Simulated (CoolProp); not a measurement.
A closed Brayton cycle with carbon dioxide: compressor inlet 324.15 K and 8.1 MPa, high pressure 27.2 MPa, turbine inlet 980 K, compressor efficiency 0.85, turbine efficiency 0.85, recuperator effectiveness 0.95 (on enthalpy, no pinch check). Each further row changes one setting.

Computed with CoolProp (reference Helmholtz-energy equation of state, Span 1996).

```tsv
case	thermal efficiency (%)	net work (kJ/kg)	compressor to turbine work	compressor exit (K)	turbine exit (K)
as stated	39.6	113	0.37	426.8	828.8
turbine inlet 930 K	37.8	103	?	426.8	783.8
compressor inlet 334.15 K	?	105	0.41	?	828.8
high pressure 23.1 MPa	39.2	101	0.35	?	848.3
recuperator effectiveness 0.5	?	113	0.37	426.8	828.8
```

What belongs in the gaps?


- turbine inlet 930 K, compressor to turbine work: 0.39
- compressor inlet 334.15 K, thermal efficiency (%): 38.2
- compressor inlet 334.15 K, compressor exit (K): 444.3
- high pressure 23.1 MPa, compressor exit (K): 412.5
- recuperator effectiveness 0.5, thermal efficiency (%): 22.8
